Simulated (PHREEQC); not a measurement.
Solution (80 °C): 180 mmol/kgw NaCl, 4.1 mmol/kgw Na2B4O7 and 0.35 mmol/kgw Cu(NO3)2. Closed to the air; pH follows from the charge balance.

Model: ion-association model, wateq4f.dat, run in PHREEQC.

```csv
quantity,before,after
pH,8.59,8.79
ionic strength (mol/kgw),0.188,0.188
Cu(OH)2 (mol/kgw),0.000300,0.000347
Cu2(OH)2+2 (mol/kgw),2.43e-5,1.17e-6
CuOH+ (mol/kgw),5.58e-7,3.98e-7
Cu+2 (mol/kgw),3.41e-7,1.46e-7
SI of Cu2(OH)3NO3 (Cu2(OH)3NO3),+1.18,+0.12
SI of Cu(OH)2 (Cu(OH)2),+3.28,+2.46
```

What was changed between the two runs?
A) Na2B4O7 from 0.0041 to 0.00369 mol/kgw
B) Na2B4O7 from 0.0041 to 0.00041 mol/kgw
C) Na2B4O7 left out
D) temperature from 80 to 50 °C
E) Na2B4O7 replaced by Cu(BF4)2 at the same molality

D, temperature from 80 to 50 °C

This is a speciation only: nothing precipitates in the calculation. Some of these states are supersaturated (in Cu(OH)2, Atacamite, for instance). Away from 25 °C the constants follow the database's enthalpies or fits; those with neither stay at their 25 °C values. The database's constant for dissolved Cu(OH)2 is higher than later reviews accept.
